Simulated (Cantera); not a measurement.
## Ignition delay

Mixture: 5.86 % CH4, 0.223 % C2H6, 21.9 % O2, 72.0 % N2, equivalence ratio 0.57, at 300000 Pa, adiabatic and at constant volume. Ignition delay is the time to a rise of 400 K.

Model: GRI-Mech 3.0 (53 species, 325 reactions), integrated in Cantera.

```tsv
T0 (K)	delay (ms)
1225	3.43
1300	1.42
1375	0.611
1450	0.278
1525	0.135
1600	0.0705
1675	0.0399
1750	0.0244
```

```yaml
apparent activation energy between 1600 and 1750 K: 160 kJ/mol
```
